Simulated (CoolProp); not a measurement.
Sulfur hexafluoride at several states: Z from the reference equation and from simpler models built on Tc = 318.7 K, pc = 37.55 bar, ω = 0.210; each cubic takes its own stable root.

Values from CoolProp's reference Helmholtz-energy equation of state, Guder 2009.

```csv
T (K),p (bar),phase,reference,Redlich-Kwong,Soave-Redlich-Kwong,Peng-Robinson
620.3,2.29,gas,0.9990,0.9978,0.9995,0.9986
556.9,60.6,supercritical,0.9574,0.9246,0.9716,0.9470
264.9,215,liquid,0.8055,0.8306,0.8188,0.7304
262.2,0.686,gas,0.9884,0.9891,0.9885,0.9877
```
